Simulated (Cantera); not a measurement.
A closed system holds: 1 mol Si₃N₄, 0.041 mol N₂O, 2.7 mol H₂, held at 1577 °C and 0.0100 bar.

Equilibrium computed with Cantera from the NASA thermochemical tables; the gas is ideal and each condensed phase is pure. Candidate condensed phases: H₂O, Si, SiO₂, Si₂N₂O, Si₃N₄; 35 gas species. The tables' values for SiN are old estimates; treat these amounts as uncertain. Gases not in the tables: Si₂H₆ and higher silanes. The numbers say what is thermodynamically allowed, not how fast it happens.

Base state: H₂ 0.561, N₂ 0.426, SiO 0.00855, H 0.00404, Si 0.000645, SiH 4.79e-5, Si₂N 2.46e-5, SiH₂ 2.37e-5 (mole fractions); condensed: Si(l).

Q: What changes in the equilibrium state with this change: N₂O from 0.041 to 2.5 mol?

A: 
```
species      before    after
----------  -------  -------
N₂            0.426    0.463
H₂            0.561    0.276
SiO         0.00855    0.257
SiH₂        2.37e-5  1.16e-5
SiH         4.79e-5  3.36e-5
H           0.00404  0.00283
Si₂N        2.46e-5  2.56e-5
Si(l), mol     2.96    0.493
```
